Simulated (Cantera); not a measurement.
Equilibrium for silicon epitaxy and polysilicon growth: Si3H8 + Cl2 + N2

Feed: 1 mol Si3H8, 0.96 mol Cl2, 6.5 mol N2, at 600 °C and 1.00 Torr.

Equilibrium computed with Cantera from the NASA thermochemical tables; the gas is ideal and each condensed phase is pure. Candidate condensed phases: NH4Cl, Si, Si3N4; 28 gas species. The feed counts by its element totals alone. N2 is the only nitrogen source here; it is nearly inert below about 1500 K, so the nitride shown seldom forms there in practice. Kinetics and transport are ignored.

```
Property                             Result
--------------------------------  ---------
x(N2)                                 0.477
x(H2)                                 0.324
x(HCl)                                0.197
x(SiCl4)                            0.00142
x(SiHCl3)                           4.99e-6
n(Si3N4(s))                       0.996 mol
gas amount                        9.456 mol
log10 activity of Si(s) (absent)      -6.95
```
